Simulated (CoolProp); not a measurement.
A closed Brayton cycle with nitrogen: compressor inlet 307.15 K and 1.1 MPa, high pressure 3.42 MPa, turbine inlet 735 K, compressor efficiency 0.8, turbine efficiency 0.93, recuperator effectiveness 0 (on enthalpy, no pinch check). Each further row changes one setting.

The numbers come from the reference Helmholtz-energy equation of state, Span 2000 in CoolProp.

```json
[
 {"case": "as stated", "thermal efficiency (%)": "15.1", "net work (kJ/kg)": "46.2", "compressor to turbine work": "0.77", "compressor exit (K)": "454.1", "turbine exit (K)": "552.2"},
 {"case": "turbine inlet 685 K", "thermal efficiency (%)": "12.9", "net work (kJ/kg)": "(withheld)", "compressor to turbine work": "(withheld)", "compressor exit (K)": "454.1", "turbine exit (K)": "513.3"},
 {"case": "compressor inlet 317.15 K", "thermal efficiency (%)": "14.2", "net work (kJ/kg)": "41.1", "compressor to turbine work": "(withheld)", "compressor exit (K)": "(withheld)", "turbine exit (K)": "552.2"},
 {"case": "high pressure 2.91 MPa", "thermal efficiency (%)": "14.1", "net work (kJ/kg)": "46.4", "compressor to turbine work": "(withheld)", "compressor exit (K)": "430.3", "turbine exit (K)": "(withheld)"},
 {"case": "recuperator effectiveness 0.5", "thermal efficiency (%)": "18.2", "net work (kJ/kg)": "46.2", "compressor to turbine work": "0.77", "compressor exit (K)": "454.1", "turbine exit (K)": "552.2"}
]
```

Question: Fill in the missing entries.

Answer: 
- turbine inlet 685 K, net work (kJ/kg): 32.3
- turbine inlet 685 K, compressor to turbine work: 0.83
- compressor inlet 317.15 K, compressor to turbine work: 0.79
- compressor inlet 317.15 K, compressor exit (K): 468.8
- high pressure 2.91 MPa, compressor to turbine work: 0.73
- high pressure 2.91 MPa, turbine exit (K): 575.3
